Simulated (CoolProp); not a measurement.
Vapour-liquid equilibrium of R124 (1) + R142b (2) at 0.963 MPa; x and y are mole fractions of (1).

Model: multi-fluid Helmholtz-energy mixture model, de Vries 1995 and Lemmon 2006; pair parameters Bell 2016, in CoolProp.

Question: Give the bubble temperature and the first vapour's composition at x = 0.35, 0.55, 0.75. Is there an azeotrope?

Answer: x = 0.35: 335.6 K, y = 0.368; x = 0.55: 334.7 K, y = 0.573; x = 0.75: 333.5 K, y = 0.771. No azeotrope shows between x = 0.05 and 0.95.

Pair parameters are fitted to limited data, so mixtures are less certain than the pure fluids.
